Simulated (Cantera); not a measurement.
A Cantera script and its output.

```python
import numpy as np
import cantera as ct

gas = ct.Solution("gri30.yaml")
gas.TPX = 1600, 100000, {'CH4': 1, 'N2': 190}
inlet = ct.Reservoir(gas, clone=True)

reactor = ct.IdealGasConstPressureReactor(gas, energy="off", clone=False)
exhaust = ct.Reservoir(gas, clone=True)
tau = [9.4, 2.8, 0.85, 0.25, 0.076, 0.023, 0.0069, 0.0021, 0.00062, 0.00018][0]
for a, b in ((inlet, reactor), (reactor, exhaust)):
    ct.MassFlowController(a, b, mdot=lambda t: reactor.mass / tau)
net = ct.ReactorNet([reactor])
show = ['CH4', 'HCN', 'CH2', 'H', 'H2']

rows = []
print(f"{'tau/s':>10s}{'T/K':>9s}" + "".join(f"{s:>11s}" for s in show))
for tau in [9.4, 2.8, 0.85, 0.25, 0.076, 0.023, 0.0069, 0.0021, 0.00062, 0.00018]:
    net.initial_time = 0.0
    net.advance(30 * tau)
    before = gas.X
    net.advance(40 * tau)
    drift = np.max(np.abs(gas.X - before) / (gas.X + 1e-9))
    rows.append([gas.T, *gas[show].X, drift])
    print(f"{tau:10.3e}{gas.T:9.1f}" + "".join(f"{x:11.3e}" for x in gas[show].X))
```

Result:

```
     tau/s      T/K        CH4        HCN        CH2          H         H2
 9.400e+00   1600.0  5.290e-04  4.023e-06  3.828e-09  4.402e-06  7.009e-03
 2.800e+00   1600.0  9.262e-04  2.047e-06  6.723e-09  4.085e-06  6.409e-03
 8.500e-01   1600.0  1.543e-03  9.834e-07  1.137e-08  3.601e-06  5.470e-03
 2.500e-01   1600.0  2.419e-03  4.032e-07  1.861e-08  2.912e-06  4.120e-03
 7.600e-02   1600.0  3.388e-03  1.378e-07  2.781e-08  2.104e-06  2.601e-03
 2.300e-02   1600.0  4.278e-03  3.207e-08  3.518e-08  1.238e-06  1.203e-03
 6.900e-03   1600.0  4.939e-03  2.853e-09  2.668e-08  4.632e-07  2.887e-04
 2.100e-03   1600.0  5.183e-03  9.235e-11  7.585e-09  1.316e-07  3.466e-05
 6.200e-04   1600.0  5.224e-03  4.017e-12  1.129e-09  7.417e-08  6.079e-06
 1.800e-04   1600.0  5.232e-03  1.881e-13  1.422e-10  6.599e-08  1.581e-06
```

Cantera simulation using GRI-Mech 3.0 (53 species, 325 reactions); the numbers are that mechanism's predictions, not measurements. GRI-Mech 3.0 stops at C3 and has no aromatics, soot or wall deposition, so with more carbon than oxygen in the feed, carbon stays in small species such as C2H2 where larger ones or solid carbon would form.
